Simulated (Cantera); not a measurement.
Charge: 1 mol Pb, 23 mol H2O, 2 mol CO, held at 0.220 bar.

Cantera equilibrium calculation (NASA polynomials, part measured and part estimated; ideal gas, pure solids and liquids). Candidate condensed phases: C, C6H6, C7H8, C8H18, H2O, Pb, PbO, PbO2, Pb3O4; 113 gas species. Rates play no part.

Task: Which condensed phases are stable at each of these points (T (K)): 823, 923, 1023, 1123, 1223, 1323, 1423, 1523?

Result: 
```csv
T (K),condensed phases,Pb condensed (%)
823,Pb(l),100.0
923,Pb(l),100.0
1023,Pb(l),99.7
1123,Pb(l),97.9
1223,Pb(l),89.6
1323,Pb(l),59.3
1423,gas only,0.0
1523,gas only,0.0
```

From 823 K to 1323 K the condensed part is Pb(l). From 1423 K to 1523 K nothing is condensed.
